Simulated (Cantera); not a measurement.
**FeS + SO2 + CO2 + O2 (roasting and sulfation)**

Feed: 1 mol FeS, a varied amount of SO2, 0.22 mol CO2, 0.17 mol O2, held at 1275 K and 1.00 bar.

Method: chemical equilibrium by Gibbs-energy minimisation in Cantera with the NASA 1993 tables (ideal gas, pure condensed phases). Candidate condensed phases: C, Fe, Fe(CO)5, FeO, FeS, FeSO4, FeS2, Fe2O3, Fe2(SO4)3, Fe3O4, S; 25 gas species. Mutual solubility and eutectic melting of coexisting phases are not modelled. FeS: taken at fixed stoichiometry. Gases not in the tables: S3 to S7. Equilibrium is a limit: real reactors are often held back by kinetics, nucleation or transport.

| n(SO2) (mol) | log p SO2 | log p CO2 | log p S2 | log p CO | log p S2O | log p COS | log p SO | n FeS(s) | n Fe3O4(s) |
|---|---|---|---|---|---|---|---|---|---|
| 0.087 | -0.37 | -0.28 | -1.46 | -2.00 | -2.55 | -3.11 | -3.36 | 0.878 | 0.0406 |
| 0.15 | -0.30 | -0.34 | -1.41 | -2.08 | -2.49 | -3.16 | -3.32 | 0.873 | 0.0425 |
| 0.27 | -0.23 | -0.44 | -1.35 | -2.20 | -2.41 | -3.25 | -3.27 | 0.862 | 0.0459 |
| 0.49 | -0.17 | -0.58 | -1.30 | -2.36 | -2.34 | -3.38 | -3.22 | 0.844 | 0.0521 |
| 0.86 | -0.12 | -0.74 | -1.26 | -2.54 | -2.28 | -3.54 | -3.19 | 0.812 | 0.0626 |
| 1.5 | -0.09 | -0.93 | -1.23 | -2.73 | -2.25 | -3.73 | -3.16 | 0.758 | 0.0807 |
| 2.7 | -0.07 | -1.15 | -1.22 | -2.96 | -2.22 | -3.94 | -3.15 | 0.656 | 0.115 |
log p: log10 of the partial pressure in bar; n: condensed amount in mol.

From 0.087 mol SO2 to 2.7 mol SO2 the condensed part is FeS(s) + Fe3O4(s).
